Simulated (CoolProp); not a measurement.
Vapour-liquid equilibrium of methanol (1) + m-xylene (2) at 0.154 MPa; x and y are mole fractions of (1).

Model: multi-fluid Helmholtz-energy mixture model, de Reuck 1993 and Zhou 2012; pair parameters Bell 2016, in CoolProp.

Problem. Give the bubble temperature and the first vapour's composition at x = 0.05, 0.275, 0.875. Is there an azeotrope?

Solution. x = 0.05: 384.8 K, y = 0.702; x = 0.275: 354.0 K, y = 0.904; x = 0.875: 350.2 K, y = 0.946. No azeotrope shows between x = 0.05 and 0.95.

Pair parameters are fitted to limited data, so mixtures are less certain than the pure fluids. With so large a gap from Raoult's law the liquid may split in two, which this calculation doesn't test in full.
